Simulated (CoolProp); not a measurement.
Vapour-liquid equilibrium of carbon dioxide (1) + R125 (2) at 6.96 bar; x and y are mole fractions of (1).

Values from CoolProp's multi-fluid Helmholtz-energy mixture model, Span 1996 and Lemmon 2005; pair parameters Bell 2016.

| x | bubble temperature (K) | y at the bubble point | dew temperature at overall composition x (K) | liquid density (mol/L) |
|---|---|---|---|---|
| 0.05 | 267.7 | 0.204 | 272.8 | 11.48 |
| 0.15 | 256.6 | 0.492 | 269.6 | 12.55 |
| 0.25 | 248.2 | 0.659 | 266.1 | 13.62 |
| 0.35 | 242.1 | 0.759 | 262.4 | 14.73 |
| 0.45 | 237.6 | 0.824 | 258.4 | 15.92 |
| 0.55 | 234.1 | 0.868 | 253.9 | 17.24 |
| 0.65 | 231.2 | 0.903 | 248.7 | 18.72 |
| 0.75 | 228.8 | 0.932 | 242.7 | 20.42 |
| 0.85 | 226.7 | 0.959 | 235.5 | 22.42 |
| 0.95 | 224.6 | 0.986 | 227.4 | 24.82 |

No azeotrope shows between x = 0.05 and 0.95.

Pair parameters are fitted to limited data, so mixtures are less certain than the pure fluids.
